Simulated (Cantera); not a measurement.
Input: 1 mol SiH4, 11 mol N2, 23 mol H2, at 13.5 Torr.

Cantera equilibrium calculation (NASA polynomials, part measured and part estimated; ideal gas, pure solids and liquids). Candidate condensed phases: Si, Si3N4; 18 gas species. Gases not in the tables: Si2H6 and higher silanes. Equilibrium is a limit: real reactors are often held back by kinetics, nucleation or transport.

Q: What share of the Si ends up in condensed phases as a function of T (K), at 1848, 1898, 1948, 1998, 2048, 2098, 2148?

A: 
```csv
T (K),Si condensed (%),as
1848,98.3,Si(l)
1898,96.9,Si(l)
1948,94.2,Si(l)
1998,89.7,Si(l)
2048,82.0,Si(l)
2098,69.1,Si(l)
2148,48.1,Si(l)
```
